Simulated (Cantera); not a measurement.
A perfectly stirred reactor is fed with C2H4 : O2 : N2 : H2O = 1 : 7.5 : 28.2 : 4 (molar parts), equivalence ratio 0.40, at 750 Torr; it is adiabatic with a 750 K inlet, and is followed from long to short residence time, starting on the burning branch (τ in s: 0.022, 0.0084, 0.0032, 0.0012, 0.00046, 0.00018, 6.6e-05, 2.5e-05, 9.6e-06).

Detailed kinetics in Cantera: GRI-Mech 3.0 (53 species, 325 reactions). GRI-Mech 3.0 was tuned for natural gas; its chemistry of ethylene as a main component is partial and can be far from experiment.

**Question.** What does this change do: pressure from 750 Torr to 4430 Torr?

**Answer.** 
```json
[
 {"quantity": "blow-out, bracketed by the residence times tried", "before": "burning at 0.180 ms, out at 66.0 µs", "after": "burning at 0.460 ms, out at 0.180 ms"},
 {"quantity": "x(C2H4) at τ = 22.0 ms", "before": "1.74e-5", "after": "1.31e-5"},
 {"quantity": "x(O2) at τ = 22.0 ms", "before": "0.111", "after": "0.111"},
 {"quantity": "x(H2O) at τ = 22.0 ms", "before": "0.146", "after": "0.147"},
 {"quantity": "x(H2O2) at τ = 22.0 ms", "before": "2.24e-7", "after": "2.20e-7"},
 {"quantity": "x(NO) at τ = 22.0 ms", "before": "2.73e-6", "after": "1.44e-6"},
 {"quantity": "x(C2H4) at τ = 0.460 ms", "before": "0.000214", "after": "0.000203"},
 {"quantity": "x(O2) at τ = 0.460 ms", "before": "0.115", "after": "0.114"},
 {"quantity": "x(H2O) at τ = 0.460 ms", "before": "0.143", "after": "0.146"},
 {"quantity": "x(H2O2) at τ = 0.460 ms", "before": "1.24e-6", "after": "1.36e-6"},
 {"quantity": "x(NO) at τ = 0.460 ms", "before": "1.03e-6", "after": "5.67e-7"}
]
```

**Question.** What does this change do: inlet temperature 750 to 673 K?

**Answer.** 
| quantity | before | after |
|---|---|---|
| blow-out, bracketed by the residence times tried | burning at 0.180 ms, out at 66.0 µs | burning at 0.460 ms, out at 0.180 ms |
| x(C2H4) at τ = 22.0 ms | 1.74e-5 | 2.23e-5 |
| x(O2) at τ = 22.0 ms | 0.111 | 0.111 |
| x(H2O) at τ = 22.0 ms | 0.146 | 0.147 |
| x(H2O2) at τ = 22.0 ms | 2.24e-7 | 2.85e-7 |
| x(NO) at τ = 22.0 ms | 2.73e-6 | 1.70e-6 |
| x(C2H4) at τ = 0.460 ms | 0.000214 | 0.000319 |
| x(O2) at τ = 0.460 ms | 0.115 | 0.117 |
| x(H2O) at τ = 0.460 ms | 0.143 | 0.143 |
| x(H2O2) at τ = 0.460 ms | 1.24e-6 | 1.79e-6 |
| x(NO) at τ = 0.460 ms | 1.03e-6 | 5.03e-7 |

**Question.** What does this change do: N2 28.2 to 42 parts?

**Answer.** 
```json
[
 {"quantity": "blow-out, bracketed by the residence times tried", "before": "burning at 0.180 ms, out at 66.0 µs", "after": "burning at 1.20 ms, out at 0.460 ms"},
 {"quantity": "x(C2H4) at τ = 22.0 ms", "before": "1.74e-5", "after": "3.18e-5"},
 {"quantity": "x(O2) at τ = 22.0 ms", "before": "0.111", "after": "0.0830"},
 {"quantity": "x(H2O) at τ = 22.0 ms", "before": "0.146", "after": "0.110"},
 {"quantity": "x(H2O2) at τ = 22.0 ms", "before": "2.24e-7", "after": "3.96e-7"},
 {"quantity": "x(NO) at τ = 22.0 ms", "before": "2.73e-6", "after": "5.98e-7"},
 {"quantity": "x(C2H4) at τ = 0.460 ms", "before": "0.000214", "after": "0.0183"},
 {"quantity": "x(O2) at τ = 0.460 ms", "before": "0.115", "after": "0.138"},
 {"quantity": "x(H2O) at τ = 0.460 ms", "before": "0.143", "after": "0.0734"},
 {"quantity": "x(H2O2) at τ = 0.460 ms", "before": "1.24e-6", "after": "<1e-12"},
 {"quantity": "x(NO) at τ = 0.460 ms", "before": "1.03e-6", "after": "<1e-12"}
]
```
